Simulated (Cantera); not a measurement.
Cantera run, input and output.

```python
import numpy as np
import cantera as ct

gas = ct.Solution("h2o2.yaml")
gas.TPX = 450, 97000, {'H2': 1, 'O2': 0.278, 'N2': 1.04}
flame = ct.FreeFlame(gas, width=0.041)
flame.set_refine_criteria(ratio=3, slope=0.08, curve=0.16)
flame.transport_model = "mixture-averaged"
flame.solve(loglevel=0, auto=True)
z, T = flame.grid, flame.T
thick = (T[-1] - T[0]) / np.gradient(T, z).max()
show = ['H2', 'O2', 'H2O2', 'H2O', 'HO2', 'H']
print(f"laminar burning velocity  {flame.velocity[0] * 100:.3f} cm/s")
print(f"burnt temperature         {T[-1]:.1f} K")
print(f"thermal thickness         {thick * 1e3:.4f} mm")
print(f"grid points               {len(z)}")
z0 = z[flame.heat_release_rate.argmax()]
print(f"{'z/mm':>9s}{'T/K':>9s}{'u/(m/s)':>9s}" + "".join(f"{s:>11s}" for s in show))
rows = []
for k in (-3, -2, -1.5, -1, -0.5, -0.25, 0, 0.25, 0.5, 1, 2, 4, 8):
    zz = z0 + k * thick
    rows.append([k * thick, np.interp(zz, z, T), np.interp(zz, z, flame.velocity),
                 *(np.interp(zz, z, flame.X[gas.species_index(s)]) for s in show)])
    print(f"{rows[-1][0] * 1e3:9.3f}{rows[-1][1]:9.1f}{rows[-1][2]:9.3f}" + "".join(f"{x:11.3e}" for x in rows[-1][3:]))
```

Output:

```
laminar burning velocity  570.997 cm/s
burnt temperature         2234.2 K
thermal thickness         0.4131 mm
grid points               120
     z/mm      T/K  u/(m/s)         H2         O2       H2O2        H2O        HO2          H
   -1.239    450.0    5.710  4.314e-01  1.199e-01  1.425e-15  3.498e-13  1.890e-13  1.429e-16
   -0.826    450.0    5.710  4.314e-01  1.199e-01  1.048e-13  2.206e-11  1.407e-11  9.279e-15
   -0.620    450.0    5.710  4.314e-01  1.199e-01  5.860e-12  9.600e-10  7.511e-10  5.187e-13
   -0.413    450.1    5.710  4.314e-01  1.199e-01  1.220e-09  1.334e-07  1.451e-07  8.861e-10
   -0.207    469.1    5.921  4.277e-01  1.203e-01  6.587e-06  5.118e-04  2.190e-04  6.162e-05
   -0.103    733.4    9.013  3.933e-01  1.140e-01  3.529e-05  2.136e-02  2.141e-04  6.698e-03
    0.000   1167.1   13.910  2.976e-01  7.939e-02  3.319e-06  9.933e-02  7.892e-05  4.263e-02
    0.103   1462.6   17.265  2.034e-01  2.517e-02  1.415e-06  2.023e-01  2.339e-05  7.893e-02
    0.207   1595.5   18.728  1.753e-01  5.807e-03  8.696e-07  2.406e-01  5.181e-06  8.543e-02
    0.413   1716.0   19.991  1.758e-01  1.441e-03  5.415e-07  2.510e-01  1.250e-06  7.533e-02
    0.826   1838.1   21.227  1.844e-01  8.976e-04  3.053e-07  2.547e-01  7.532e-07  5.968e-02
    1.652   1956.9   22.396  1.929e-01  5.401e-04  1.586e-07  2.588e-01  4.581e-07  4.405e-02
    3.304   2057.6   23.360  2.000e-01  2.789e-04  8.069e-08  2.629e-01  2.543e-07  3.051e-02
```

Model: the H2/O2 subset of GRI-Mech 3.0, which has no nitrogen chemistry, integrated in Cantera. Burning velocities carry a grid error of a few per cent, more on coarse grids.
